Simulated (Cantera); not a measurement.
A closed system holds: 1 mol Pb, 0.2 mol CO, 65 mol H₂, 1.9 mol O₂, at 12.0 mbar.

Cantera equilibrium calculation (NASA polynomials, part measured and part estimated; ideal gas, pure solids and liquids). Candidate condensed phases: C, C₆H₆, C₇H₈, C₈H₁₈, H₂O, Pb, PbO, PbO₂, Pb₃O₄; 113 gas species. Kinetics and transport are ignored. All values below are at 773 K.

Base state: H₂ 0.939, H₂O 0.0581, CO 0.00201, CO₂ 0.000639, CH₄ 0.000417 (mole fractions); condensed: Pb(l).

Question: What changes in the equilibrium state with this change: H₂ from 65 to 0.47 mol?

Answer: 
```json
[
 {"species": "O₂", "before": "<1e-9", "after": "0.614"},
 {"species": "H₂O", "before": "0.0581", "after": "0.271"},
 {"species": "CO₂", "before": "0.000639", "after": "0.115"},
 {"species": "H₂", "before": "0.939", "after": "<1e-9"},
 {"species": "CO", "before": "0.00201", "after": "<1e-9"},
 {"species": "CH₄", "before": "0.000417", "after": "<1e-9"},
 {"species": "Pb(l), mol", "before": "1.000", "after": "0"},
 {"species": "PbO(yellow), mol", "before": "0", "after": "1.00"}
]
```
